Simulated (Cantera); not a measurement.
Charge: 1 mol Si3N4, 0.38 mol N2O, 12 mol H2, at 54.8 Torr.

Method: chemical equilibrium by Gibbs-energy minimisation in Cantera with the NASA 1993 tables (ideal gas, pure condensed phases). Candidate condensed phases: H2O, Si, SiO2, Si2N2O, Si3N4; 35 gas species. Mutual solubility and eutectic melting of coexisting phases are not modelled. Gases not in the tables: Si2H6 and higher silanes. Rates play no part.

Problem. What share of the Si ends up in condensed phases as a function of T (K), at 1748, 1823, 1898, 1973, 2048, 2123, 2198, 2273?

Solution. 
```
T (K)  Si condensed (%)                            as
-----  ----------------  ----------------------------
1748               99.2  Si(l) + Si2N2O(s) + Si3N4(s)
1823               96.4             Si(l) + Si2N2O(s)
1898               87.2                         Si(l)
1973               87.0                         Si(l)
2048               86.6                         Si(l)
2123               85.8                         Si(l)
2198               84.2                         Si(l)
2273               81.2                         Si(l)
```
